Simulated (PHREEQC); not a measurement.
Consider water at 20 °C with 0.021 mol/kgw HF, 0.00013 mol/kgw (CH3)4NF and 0.00046 mol/kgw H4SiO4. Closed to the air; pH follows from the charge balance.

The numbers come from PHREEQC with the ion-association model, phreeqc.dat.

```json
[
 {"quantity": "pH", "before": "2.42", "after": "2.48"},
 {"quantity": "ionic strength (mol/kgw)", "before": "0.00464", "after": "0.00410"},
 {"quantity": "HF (mol/kgw)", "before": "0.0149", "after": "0.0155"},
 {"quantity": "F- (mol/kgw)", "before": "0.00309", "after": "0.00255"},
 {"quantity": "HF2- (mol/kgw)", "before": "0.000170", "after": "0.000166"},
 {"quantity": "H4SiO4 (mol/kgw)", "before": "1.23e-9", "after": "4.02e-8"},
 {"quantity": "SI of Quartz (SiO2)", "before": "-4.86", "after": "-3.62"}
]
```

### Question
Which change was made?
A. (CH3)4NF from 0.00013 to 0.000117 mol/kgw
B. diluted 100-fold with water
C. temperature from 20 to 70 °C
D. temperature from 20 to 45 °C
E. temperature from 20 to 40 °C

### Answer
E, temperature from 20 to 40 °C

Precipitation was switched off in this run. (CH3)4N+ isn't in the database: it is added as a free cation with an ion size of 4 Å. Away from 25 °C the constants follow the database's enthalpies or fits; those with neither stay at their 25 °C values. SiF6-2 is the database's only silicon fluoride.
